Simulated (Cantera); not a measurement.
Input: 1 mol CaO, 17 mol Cl2, 0.55 mol H2, held at 3.20 Pa.

Equilibrium computed with Cantera from the NASA thermochemical tables; the gas is ideal and each condensed phase is pure. Candidate condensed phases: Ca, CaCl2, CaO, Ca(OH)2, H2O; 21 gas species. Condensed phases not in the tables: oxide chlorides. Rates play no part.

x: gas mole fraction; n: condensed amount in mol.

```
T (°C)      x Cl     x Cl2   x HCl   x CaCl2    x O2     x O       x H  n CaCl2(s)  n CaCl2(l)
------  --------  --------  ------  --------  ------  ------  --------  ----------  ----------
402      5.08e-5     0.906  0.0644  7.89e-12  0.0293  <1e-12    <1e-12        1.00           0
502     0.000864     0.905  0.0645   1.17e-8  0.0293  <1e-12    <1e-12        1.00           0
602      0.00772     0.899  0.0643   3.15e-6  0.0292     [?]    <1e-12       1.000           0
702       0.0435     0.864  0.0631  0.000262  0.0287     [?]    <1e-12       0.995           0
802        0.168     0.739  0.0586   0.00850  0.0266     [?]  2.12e-12           0       0.840
902        0.432     0.455  0.0478    0.0434  0.0217     [?]  4.54e-11           0           0
1002       0.733     0.176  0.0386    0.0351  0.0175     [?]  7.60e-10           0           0
1102       0.874    0.0448  0.0343    0.0312  0.0156     [?]   1.19e-8           0           0
1202       0.911    0.0109  0.0332    0.0302  0.0150     [?]   1.55e-7           0           0
1302       0.919   0.00302  0.0329    0.0299  0.0148     [?]   1.54e-6           0           0
1402       0.921  0.000961  0.0328    0.0299  0.0145     [?]   1.17e-5           0           0
1502       0.921  0.000345  0.0326    0.0298  0.0139     [?]   7.12e-5           0           0
1602       0.920  0.000138  0.0321    0.0297  0.0124     [?]  0.000355           0           0
```

### Question
What belongs in the gaps?

### Answer

- 602, x O: 6.21e-11
- 702, x O: 2.16e-9
- 802, x O: 3.78e-8
- 902, x O: 3.80e-7
- 1002, x O: 2.61e-6
- 1102, x O: 1.40e-5
- 1202, x O: 6.22e-5
- 1302, x O: 0.000231
- 1402, x O: 0.000728
- 1502, x O: 0.00199
- 1602, x O: 0.00474
